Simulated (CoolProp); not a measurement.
R22 along the isotherm 389.5 K: Z from the reference equation and from simpler models built on Tc = 369.3 K, pc = 4990 kPa, ω = 0.221; each cubic takes its own stable root.

Values from CoolProp's reference Helmholtz-energy equation of state, Kamei 1995.

```csv
p (kPa),phase,reference
250,gas,0.9855
499,gas,0.9709
749,gas,0.9558
998,gas,0.9405
1250,gas,0.9246
1500,gas,0.9085
1750,gas,0.8920
2000,gas,0.8751
2250,gas,0.8578
2500,gas,0.8400
```

Problem. How far does each simpler model (Pitzer virial, Redlich-Kwong) lie from the reference over these 10 states: mean and median of the absolute difference, and the worst?

Solution. 
- Pitzer virial: mean 0.6 %, median 0.4 %, worst +1.8 % at 389.5 K and 2500 kPa
- Redlich-Kwong: mean 0.1 %, median 0.1 %, worst -0.2 % at 389.5 K and 2500 kPa
